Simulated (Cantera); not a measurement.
## Low-pressure radical oxidation in H2/O2

An isothermal, constant-pressure homogeneous reactor starts with 2.63 % H₂, 97.4 % O₂, equivalence ratio 0.013, at 948 K and 0.00390 bar.

Model: GRI-Mech 3.0 (53 species, 325 reactions), integrated in Cantera. Radical loss at walls, strong at low pressure, is not modelled. Below about 950 K walls govern HO2 and H2O2 in real vessels.

| t (s) | x H₂ | x O₂ | x O | x H₂O | x HO₂ |
|---|---|---|---|---|---|
| 5.00e-6 | 0.0263 | 0.974 | <1e-12 | <1e-12 | <1e-12 |
| 2.32e-5 | 0.0263 | 0.974 | <1e-12 | <1e-12 | <1e-12 |
| 0.000108 | 0.0263 | 0.974 | <1e-12 | <1e-12 | 1.74e-12 |
| 0.000500 | 0.0263 | 0.974 | 2.45e-12 | <1e-12 | 8.11e-12 |
| 0.00232 | 0.0263 | 0.974 | 3.97e-11 | 2.96e-11 | 3.79e-11 |
| 0.0108 | 0.0263 | 0.974 | 3.37e-9 | 4.67e-9 | 2.07e-10 |
| 0.0500 | 0.00964 | 0.963 | 0.00709 | 0.0131 | 2.00e-6 |
| 0.232 | 0.000167 | 0.965 | 0.00748 | 0.0253 | 1.43e-6 |
| 1.08 | 2.12e-5 | 0.972 | 0.00101 | 0.0265 | 6.62e-7 |
| 5.00 | 1.13e-6 | 0.973 | 5.85e-5 | 0.0266 | 1.33e-7 |
x: mole fraction; the columns are a selection and need not sum to one.

Equilibrium at this temperature and pressure: H₂ 7.42e-12, O₂ 0.973, O 4.72e-10, H₂O 0.0266, HO₂ 1.58e-10 (gas phase only).
